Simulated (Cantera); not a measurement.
Gas mixture: 38.2 % CO, 11.8 % C₂H₄, 50.0 % CH₃OH, at 0.0118 atm, frozen composition.

Cantera's kinetic-theory transport with the Lennard-Jones parameters of GRI-Mech 3.0, ideal gas; thermal conductivity in the multicomponent form. Polar gases are described roughly by these parameters. The composition is frozen, though it would react at the higher temperatures.

D: mixture-averaged diffusion coefficient of that species in the mixture.

```json
[
 {"T (K)": "400", "ρ (kg/m³)": "0.0108", "cp (J/kg/K)": "1436", "μ (µPa s)": "15.7", "λ (mW/m/K)": "30.4", "Pr": "0.743", "D (cm²/s) C₂H₂": "19.3", "D (cm²/s) H₂O": "26.2", "D (cm²/s) NO": "24.1"},
 {"T (K)": "600", "ρ (kg/m³)": "0.00722", "cp (J/kg/K)": "1787", "μ (µPa s)": "22.5", "λ (mW/m/K)": "53.6", "Pr": "0.751", "D (cm²/s) C₂H₂": "40.8", "D (cm²/s) H₂O": "57.9", "D (cm²/s) NO": "49.6"},
 {"T (K)": "800", "ρ (kg/m³)": "0.00542", "cp (J/kg/K)": "___", "μ (µPa s)": "___", "λ (mW/m/K)": "___", "Pr": "0.755", "D (cm²/s) C₂H₂": "___", "D (cm²/s) H₂O": "___", "D (cm²/s) NO": "___"},
 {"T (K)": "1000", "ρ (kg/m³)": "0.00433", "cp (J/kg/K)": "2284", "μ (µPa s)": "34.1", "λ (mW/m/K)": "103", "Pr": "0.758", "D (cm²/s) C₂H₂": "101", "D (cm²/s) H₂O": "150", "D (cm²/s) NO": "119"},
 {"T (K)": "1200", "ρ (kg/m³)": "0.00361", "cp (J/kg/K)": "2451", "μ (µPa s)": "___", "λ (mW/m/K)": "___", "Pr": "0.759", "D (cm²/s) C₂H₂": "___", "D (cm²/s) H₂O": "___", "D (cm²/s) NO": "___"},
 {"T (K)": "1400", "ρ (kg/m³)": "0.00310", "cp (J/kg/K)": "2582", "μ (µPa s)": "43.7", "λ (mW/m/K)": "149", "Pr": "0.759", "D (cm²/s) C₂H₂": "179", "D (cm²/s) H₂O": "273", "D (cm²/s) NO": "210"},
 {"T (K)": "1600", "ρ (kg/m³)": "0.00271", "cp (J/kg/K)": "2683", "μ (µPa s)": "48.0", "λ (mW/m/K)": "170", "Pr": "0.760", "D (cm²/s) C₂H₂": "224", "D (cm²/s) H₂O": "344", "D (cm²/s) NO": "263"}
]
```

Problem. Some entries are withheld; supply them.

Solution. 
- 800, cp (J/kg/K): 2064
- 800, μ (µPa s): 28.6
- 800, λ (mW/m/K): 78.1
- 800, D (cm²/s) C₂H₂: 68.1
- 800, D (cm²/s) H₂O: 99.5
- 800, D (cm²/s) NO: 81.5
- 1200, μ (µPa s): 39.1
- 1200, λ (mW/m/K): 126
- 1200, D (cm²/s) C₂H₂: 138
- 1200, D (cm²/s) H₂O: 208
- 1200, D (cm²/s) NO: 162
